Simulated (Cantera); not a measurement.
Charge: 1 mol CH₃SiH₃, 0.015 mol C₂H₂, 22 mol H₂, equilibrated at 975 K and 140 Pa.

Method: chemical equilibrium by Gibbs-energy minimisation in Cantera with the NASA 1993 tables (ideal gas, pure condensed phases). Candidate condensed phases: C, C₆H₆, C₇H₈, C₈H₁₈, Si, SiC; 87 gas species. The feed counts by its element totals alone. Kinetics and transport are ignored.

Base state: H₂ 1.000, CH₄ 0.000176 (mole fractions); condensed: C(graphite) + SiC(s).

Task: What changes in the equilibrium state with this change: temperature from 975 K to 1925 K?

Result: 
```json
[
 {"species": "H₂", "before": "1.000", "after": "0.974"},
 {"species": "H", "before": "3.06e-8", "after": "0.0252"},
 {"species": "Si", "before": "<1e-9", "after": "0.000511"},
 {"species": "C₂H₂ (acetylene)", "before": "<1e-9", "after": "0.000446"},
 {"species": "SiH", "before": "<1e-9", "after": "1.54e-5"},
 {"species": "SiC₂", "before": "<1e-9", "after": "1.47e-5"},
 {"species": "Si₂C", "before": "<1e-9", "after": "1.01e-5"},
 {"species": "CH₄", "before": "0.000176", "after": "6.94e-7"},
 {"species": "C(graphite), mol", "before": "0.0256", "after": "0.0206"},
 {"species": "SiC(s), mol", "before": "1.00", "after": "0.986"}
]
```

Task: What changes in the equilibrium state with this change: pressure from 140 Pa to 6900 Pa?

Result: 
| species | before | after |
|---|---|---|
| H₂ | 1.000 | 0.999 |
| CH₄ | 0.000176 | 0.00120 |
| C(graphite), mol | 0.0256 | 0 |
| SiC(s), mol | 1.00 | 1.00 |
